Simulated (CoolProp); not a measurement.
A single-stage vapour-compression cycle with the fluid: evaporating at 253.15 K (dew point), condensing at 320.15 K (bubble point), superheat 0 K, subcooling 5 K, compressor efficiency 0.6, no pressure losses. The same conditions are run with several fluids, on thermodynamics alone (safety and materials aside).

Model: reference Helmholtz-energy equation of state of each fluid (propane: Lemmon 2009; R1224YDZ: Akasaka 2023; isobutene: Lemmon 2005; R125: Lemmon 2005; R236EA: Rui 2013; n-perfluorobutane: Gao 2022), in CoolProp.

```csv
fluid,cooling COP,pressure ratio,discharge temperature (K),refrigerating effect (kJ/kg),volumetric capacity (kJ/m³)
propane,1.62,6.56,[?],239,1320
R1224YDZ,1.72,14.4,346.9,116,[?]
isobutene,1.75,[?],353.3,260,422
R125,1.29,7.02,[?],65.7,[?]
R236EA,1.62,13.7,334.0,[?],226
n-perfluorobutane,1.08,11.1,320.2,[?],180
```

Task: Some entries are withheld; supply them.

Result: 
- propane, discharge temperature (K): 355.6
- R1224YDZ, volumetric capacity (kJ/m³): 175
- isobutene, pressure ratio: 9.56
- R125, discharge temperature (K): 340.6
- R125, volumetric capacity (kJ/m³): 1400
- R236EA, refrigerating effect (kJ/kg): 101
- n-perfluorobutane, refrigerating effect (kJ/kg): 33.5

The compression ends wet for: n-perfluorobutane.
